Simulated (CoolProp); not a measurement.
Computed with CoolProp (reference Helmholtz-energy equation of state, Wagner 2002).

### Question
Give the vapour pressure (MPa), liquid density (kg/m³), vapour Z, liquid viscosity (µPa s) of saturated water at 386.4 K.

### Answer
| T (K) | p (MPa) | liquid density (kg/m³) | vapour Z | liquid viscosity (µPa s) |
|---|---|---|---|---|
| 386.4 | 0.160 | 948 | 0.979 | 247 |

Viscosity comes from a separate model (Huber 2009).
